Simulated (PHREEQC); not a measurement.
## Copper plating or etch bath

Dissolve 0.12 mol Cu(NO3)2 per kg of water at 25 °C. Closed to the air; pH follows from the charge balance.

Equilibrium calculation in PHREEQC: ion-association model, phreeqc.dat.

Each row changes one thing in this solution. Precipitation was switched off in this run.

```csv
case,pH,ionic strength (mol/kgw)
as made,4.18,0.360
0.11 mol/kgw Pb(NO3)2 added,4.18,(withheld)
Cu(NO3)2 replaced by Fe(NO3)3 at the same molality,(withheld),(withheld)
```

Task: Some entries are withheld; supply them.

Result: 
- 0.11 mol/kgw Pb(NO3)2 added, ionic strength (mol/kgw): 0.561
- Cu(NO3)2 replaced by Fe(NO3)3 at the same molality, pH: 1.62
- Cu(NO3)2 replaced by Fe(NO3)3 at the same molality, ionic strength (mol/kgw): 0.701

The ionic strength passes 0.7 mol/kgw, the rough limit of the ion-association models, in Cu(NO3)2 replaced by Fe(NO3)3 at the same molality. Some of these states are supersaturated (in Hematite (slow to form), Goethite (slow to form), for instance).
